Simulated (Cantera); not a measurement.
**Catalytic combustion on Pt**

An isothermal plug-flow reactor at 673 K and 4.15 atm (inlet), inlet velocity 0.93 m/s, active area per volume 1500 1/m; feed H2 : O2 : N2 : H2O = 0.0083 : 0.12 : 0.79 : 0.037 (molar parts), equivalence ratio 0.035.

Computed with Cantera and Deutschmann's 1995 Pt surface mechanism with GRI-Mech 3.0 gas chemistry. Catalytic surfaces can have several steady states; this one follows from the mechanism file's or the stated starting coverage. Mass transfer to the wall is taken as infinitely fast.

```
z (m)        x H2   x O2   x H2O  θ free Pt   θ O*    θ OH*
-------  --------  -----  ------  ---------  -----  -------
8.9e-05   0.00562  0.124  0.0419     0.0793  0.893   0.0271
0.00016   0.00437  0.124  0.0432     0.0620  0.913   0.0245
0.00028   0.00317  0.123  0.0444     0.0453  0.933   0.0213
0.0005    0.00211  0.123  0.0455     0.0302  0.952   0.0177
0.00089   0.00132  0.122  0.0463     0.0191  0.967   0.0142
0.0016   0.000780  0.122  0.0468     0.0115  0.977   0.0112
0.0028   0.000455  0.122  0.0472    0.00704  0.984  0.00878
0.005    0.000247  0.122  0.0474    0.00440  0.989  0.00697
0.0089   0.000122  0.122  0.0475    0.00302  0.991  0.00579
```
x: gas mole fraction; θ: surface coverage.
